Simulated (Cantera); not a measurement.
Cantera with NASA thermochemical tables; ideal gases at 1 bar, condensed phases pure. Values are per mole of reaction as written; species without (g) are pure solids or liquids, kept so even where they would boil at 1 bar.

Q: Between 300 and 550 K, where is each reaction favourable under standard conditions?
- AlCl(g) + 2 HCl(g) = AlCl3 + H2(g)

A: 
- AlCl(g) + 2 HCl(g) = AlCl3 + H2(g): ΔG° is -361 kJ at 300 K and -280 kJ at 550 K; it stays negative (K > 1). ΔH° is -424 kJ and ΔS° -261 J/K at 550 K.
